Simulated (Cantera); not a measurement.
A perfectly stirred reactor is fed with 5.27 % CH₄, 19.9 % O₂, 74.9 % N₂, equivalence ratio 0.53, at 10.0 bar; it is adiabatic with a 448 K inlet, and is followed from long to short residence time, starting on the burning branch (τ in s: 0.062, 0.025, 0.01, 0.0042, 0.0017, 0.0007, 0.00028, 0.00012, 4.7e-05, 1.9e-05, 7.8e-06, 3.2e-06).

Computed with Cantera and GRI-Mech 3.0 (53 species, 325 reactions).

x: mole fraction; the columns are a selection and need not sum to one.

```json
[
 {"τ (s)": "0.062", "T (K)": "1654", "x CH₄": "1.35e-5", "x O₂": "0.0933", "x C₂H₆": "4.02e-9", "x CO₂": "0.0526", "x NO": "[?]", "x CH₂O": "1.27e-6", "x CH₃": "1.97e-6"},
 {"τ (s)": "0.025", "T (K)": "1652", "x CH₄": "2.71e-5", "x O₂": "0.0934", "x C₂H₆": "1.44e-8", "x CO₂": "0.0524", "x NO": "[?]", "x CH₂O": "2.61e-6", "x CH₃": "4.05e-6"},
 {"τ (s)": "0.010", "T (K)": "1649", "x CH₄": "5.50e-5", "x O₂": "0.0936", "x C₂H₆": "5.03e-8", "x CO₂": "0.0520", "x NO": "[?]", "x CH₂O": "5.46e-6", "x CH₃": "8.22e-6"},
 {"τ (s)": "0.0042", "T (K)": "1642", "x CH₄": "0.000112", "x O₂": "0.0941", "x C₂H₆": "1.70e-7", "x CO₂": "0.0513", "x NO": "[?]", "x CH₂O": "1.14e-5", "x CH₃": "1.60e-5"},
 {"τ (s)": "0.0017", "T (K)": "1625", "x CH₄": "0.000264", "x O₂": "0.0952", "x C₂H₆": "7.38e-7", "x CO₂": "0.0493", "x NO": "[?]", "x CH₂O": "2.81e-5", "x CH₃": "3.32e-5"},
 {"τ (s)": "0.00070", "T (K)": "448", "x CH₄": "0.0527", "x O₂": "0.199", "x C₂H₆": "<1e-12", "x CO₂": "<1e-12", "x NO": "<1e-12", "x CH₂O": "<1e-12", "x CH₃": "<1e-12"},
 {"τ (s)": "0.00028", "T (K)": "448", "x CH₄": "0.0527", "x O₂": "0.199", "x C₂H₆": "<1e-12", "x CO₂": "<1e-12", "x NO": "<1e-12", "x CH₂O": "<1e-12", "x CH₃": "<1e-12"},
 {"τ (s)": "0.00012", "T (K)": "448", "x CH₄": "0.0527", "x O₂": "0.199", "x C₂H₆": "<1e-12", "x CO₂": "<1e-12", "x NO": "<1e-12", "x CH₂O": "<1e-12", "x CH₃": "<1e-12"},
 {"τ (s)": "4.7e-5", "T (K)": "448", "x CH₄": "0.0527", "x O₂": "0.199", "x C₂H₆": "<1e-12", "x CO₂": "<1e-12", "x NO": "<1e-12", "x CH₂O": "<1e-12", "x CH₃": "<1e-12"},
 {"τ (s)": "1.9e-5", "T (K)": "448", "x CH₄": "0.0527", "x O₂": "0.199", "x C₂H₆": "<1e-12", "x CO₂": "<1e-12", "x NO": "<1e-12", "x CH₂O": "<1e-12", "x CH₃": "<1e-12"},
 {"τ (s)": "7.8e-6", "T (K)": "448", "x CH₄": "0.0527", "x O₂": "0.199", "x C₂H₆": "<1e-12", "x CO₂": "<1e-12", "x NO": "<1e-12", "x CH₂O": "<1e-12", "x CH₃": "<1e-12"},
 {"τ (s)": "3.2e-6", "T (K)": "448", "x CH₄": "0.0527", "x O₂": "0.199", "x C₂H₆": "<1e-12", "x CO₂": "<1e-12", "x NO": "<1e-12", "x CH₂O": "<1e-12", "x CH₃": "<1e-12"}
]
```

Question: Fill in the missing entries.

Answer: 
- 0.062, x NO: 1.84e-6
- 0.025, x NO: 1.58e-6
- 0.010, x NO: 1.45e-6
- 0.0042, x NO: 1.30e-6
- 0.0017, x NO: 9.61e-7
